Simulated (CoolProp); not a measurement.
Values from CoolProp's reference Helmholtz-energy equation of state, Lemmon 2006. It is a short technical equation, of lower accuracy than the large ones.

For C2F6 (R116), give the phase and the cv (kJ/(kg K)), speed of sound (m/s), Prandtl number at -82.95 °C and 14.8 kPa; 54.95 °C and 5160 kPa; -4.25 °C and 1150 kPa.


- -82.95 °C and 14.8 kPa: gas; cv 0.520, speed of sound 112, Prandtl number 0.734
- 54.95 °C and 5160 kPa: supercritical; cv 0.833, speed of sound 104, Prandtl number 1.82
- -4.25 °C and 1150 kPa: gas; cv 0.700, speed of sound 110, Prandtl number 0.818

Viscosity comes from a separate model (Huber 2003), an estimate that may be off by 10 % or more. Thermal conductivity comes from a separate model (Huber 2003), an estimate that may be off by 10 % or more.
